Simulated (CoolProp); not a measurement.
Model: reference Helmholtz-energy equation of state, Gao 2022, in CoolProp.

Question: For n-perfluoropentane, give the phase and the cp (kJ/(kg K)) at 165.35 °C and 1.01 bar; 190.25 °C and 1.01 bar.

Answer: 
- 165.35 °C and 1.01 bar: gas; cp 0.993
- 190.25 °C and 1.01 bar: gas; cp 1.02
